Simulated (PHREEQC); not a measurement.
**Alkaline etch or developer (model solution)**

Consider water at 25 °C with 17 mmol/kgw TMAH and 2.1 mmol/kgw CO2. Closed to the air; pH follows from the charge balance.

All values are PHREEQC results (ion-association model, phreeqc.dat), not measurements.

Each row changes one thing in this solution. Precipitation was switched off in this run.

```json
[
 {"case": "as made", "pH": "12.04", "ionic strength (mol/kgw)": "0.0191"},
 {"case": "temperature from 25 to 45 °C", "pH": "11.44", "ionic strength (mol/kgw)": "0.0190"},
 {"case": "diluted 5-fold with water", "pH": "[?]", "ionic strength (mol/kgw)": "[?]"},
 {"case": "0.0015 mol/kgw KOH added", "pH": "12.09", "ionic strength (mol/kgw)": "0.0206"},
 {"case": "TMAH from 0.017 to 0.0017 mol/kgw", "pH": "[?]", "ionic strength (mol/kgw)": "0.00170"},
 {"case": "temperature from 25 to 70 °C", "pH": "10.84", "ionic strength (mol/kgw)": "0.0189"},
 {"case": "CO2 from 0.0021 to 0.00315 mol/kgw", "pH": "[?]", "ionic strength (mol/kgw)": "0.0201"},
 {"case": "TMAH left out", "pH": "4.52", "ionic strength (mol/kgw)": "3.05e-5"},
 {"case": "CO2 left out", "pH": "12.17", "ionic strength (mol/kgw)": "0.0170"}
]
```

Problem. Complete the blanks.

Solution. 
- diluted 5-fold with water, pH: 11.38
- diluted 5-fold with water, ionic strength (mol/kgw): 0.00379
- TMAH from 0.017 to 0.0017 mol/kgw, pH: 6.96
- CO2 from 0.0021 to 0.00315 mol/kgw, pH: 11.96

(CH3)4N+ isn't in the database: it is added as a free cation with an ion size of 4 Å. Constants without temperature data keep their 25 °C values here.
